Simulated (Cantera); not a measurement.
# Low-pressure radical oxidation in H2/O2

An isothermal, constant-pressure homogeneous reactor starts with 10.3 % H2, 33.2 % O2, 56.5 % N2, equivalence ratio 0.15, at 950 K and 0.0267 bar.

Detailed kinetics in Cantera: GRI-Mech 3.0 (53 species, 325 reactions). Radical loss at walls, strong at low pressure, is not modelled. The temperature is held fixed by assumption; the heat of reaction is taken as removed at once.

```json
[
 {"t (s)": "5.00e-6", "x H2": "0.103", "x O2": "0.332", "x NO2": "<1e-12", "x N2O": "<1e-12", "x NO": "<1e-12", "x H2O": "<1e-12"},
 {"t (s)": "1.42e-5", "x H2": "0.103", "x O2": "0.332", "x NO2": "<1e-12", "x N2O": "<1e-12", "x NO": "<1e-12", "x H2O": "<1e-12"},
 {"t (s)": "4.05e-5", "x H2": "0.103", "x O2": "0.332", "x NO2": "<1e-12", "x N2O": "<1e-12", "x NO": "<1e-12", "x H2O": "<1e-12"},
 {"t (s)": "0.000115", "x H2": "0.103", "x O2": "0.332", "x NO2": "<1e-12", "x N2O": "<1e-12", "x NO": "<1e-12", "x H2O": "2.69e-12"},
 {"t (s)": "0.000328", "x H2": "0.103", "x O2": "0.332", "x NO2": "<1e-12", "x N2O": "<1e-12", "x NO": "<1e-12", "x H2O": "3.84e-11"},
 {"t (s)": "0.000932", "x H2": "0.103", "x O2": "0.332", "x NO2": "<1e-12", "x N2O": "<1e-12", "x NO": "<1e-12", "x H2O": "9.64e-10"},
 {"t (s)": "0.00265", "x H2": "0.103", "x O2": "0.332", "x NO2": "<1e-12", "x N2O": "<1e-12", "x NO": "<1e-12", "x H2O": "5.67e-7"},
 {"t (s)": "0.00754", "x H2": "0.0136", "x O2": "0.294", "x NO2": "2.80e-12", "x N2O": "7.61e-10", "x NO": "1.67e-7", "x H2O": "0.0743"},
 {"t (s)": "0.0215", "x H2": "0.000805", "x O2": "0.295", "x NO2": "1.63e-10", "x N2O": "2.98e-9", "x NO": "4.28e-7", "x H2O": "0.107"},
 {"t (s)": "0.0611", "x H2": "9.39e-5", "x O2": "0.296", "x NO2": "2.04e-9", "x N2O": "3.57e-9", "x NO": "4.28e-7", "x H2O": "0.108"},
 {"t (s)": "0.174", "x H2": "1.32e-5", "x O2": "0.296", "x NO2": "5.78e-9", "x N2O": "3.75e-9", "x NO": "4.24e-7", "x H2O": "0.109"},
 {"t (s)": "0.494", "x H2": "1.56e-6", "x O2": "0.296", "x NO2": "8.05e-9", "x N2O": "3.82e-9", "x NO": "4.22e-7", "x H2O": "0.109"},
 {"t (s)": "1.41", "x H2": "1.65e-7", "x O2": "0.296", "x NO2": "7.62e-9", "x N2O": "3.86e-9", "x NO": "4.22e-7", "x H2O": "0.109"},
 {"t (s)": "4.00", "x H2": "2.47e-8", "x O2": "0.296", "x NO2": "5.73e-9", "x N2O": "3.89e-9", "x NO": "4.24e-7", "x H2O": "0.109"}
]
```
x: mole fraction; the columns are a selection and need not sum to one.

Equilibrium at this temperature and pressure: H2 2.24e-11, O2 0.296, NO2 2.73e-7, N2O 2.24e-10, NO 1.82e-5, H2O 0.109 (gas phase only).
